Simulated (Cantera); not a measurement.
Charge: 1 mol SiH4, a varied amount of N2, held at 1100 K and 1.00 Torr.

Cantera equilibrium calculation (NASA polynomials, part measured and part estimated; ideal gas, pure solids and liquids). Candidate condensed phases: Si, Si3N4; 18 gas species. N2 is the only nitrogen source here; it is nearly inert below about 1500 K, so the nitride shown seldom forms there in practice. Mutual solubility and eutectic melting of coexisting phases are not modelled. Rates play no part.

log p: log10 of the partial pressure in bar; n: condensed amount in mol.

| n(N2) (mol) | log p H2 | log p N2 | log p H | log p NH3 | log p SiH2 | n Si(s) | n Si3N4(s) |
|---|---|---|---|---|---|---|---|
| 0.34 | -2.88 | -9.02 | -9.03 | -12.32 | -11.76 | 0.490 | 0.170 |
| 0.59 | -2.88 | -9.02 | -9.03 | -12.32 | -11.76 | 0.115 | 0.295 |
| 1 | -2.94 | -3.72 | -9.06 | -9.77 | <-14 | 0 | 0.333 |
| 1.7 | -3.06 | -3.34 | -9.12 | -9.75 | <-14 | 0 | 0.333 |
| 3 | ___ | ___ | ___ | ___ | <-14 | 0 | 0.333 |
| 5.2 | -3.39 | -3.03 | -9.28 | -10.10 | <-14 | 0 | 0.333 |
| 8.9 | ___ | -2.97 | ___ | ___ | <-14 | 0 | 0.333 |
| 15 | -3.79 | -2.93 | -9.48 | -10.64 | <-14 | 0 | 0.333 |

### Question
Fill in the missing entries.

### Answer

- 3, log p H2: -3.21
- 3, log p N2: -3.14
- 3, log p H: -9.19
- 3, log p NH3: -9.89
- 8.9, log p H2: -3.58
- 8.9, log p H: -9.38
- 8.9, log p NH3: -10.36
